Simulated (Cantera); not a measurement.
A closed system holds: 1 mol B2H6, 0.18 mol O2, held at 14.0 mbar.

Equilibrium computed with Cantera from the NASA thermochemical tables; the gas is ideal and each condensed phase is pure. Candidate condensed phases: B, B2O3, B3O3H3, H2O; 23 gas species. The feed counts by its element totals alone. Mutual solubility and eutectic melting of coexisting phases are not modelled. The numbers say what is thermodynamically allowed, not how fast it happens.

Which condensed phases are stable at each of these points (T (K)): 1273, 1373, 1473, 1573, 1673, 1773, 1873, 1973?


```json
[
 {"T (K)": "1273", "condensed phases": "B(s) + B2O3(l)", "B condensed (%)": "99.4"},
 {"T (K)": "1373", "condensed phases": "B(s) + B2O3(l)", "B condensed (%)": "98.4"},
 {"T (K)": "1473", "condensed phases": "B(s) + B2O3(l)", "B condensed (%)": "94.7"},
 {"T (K)": "1573", "condensed phases": "B(s)", "B condensed (%)": "82.9"},
 {"T (K)": "1673", "condensed phases": "B(s)", "B condensed (%)": "82.5"},
 {"T (K)": "1773", "condensed phases": "B(s)", "B condensed (%)": "82.3"},
 {"T (K)": "1873", "condensed phases": "B(s)", "B condensed (%)": "82.1"},
 {"T (K)": "1973", "condensed phases": "B(s)", "B condensed (%)": "82.0"}
]
```

From 1273 K to 1473 K the condensed part is B(s) + B2O3(l). From 1573 K to 1973 K the condensed part is B(s).
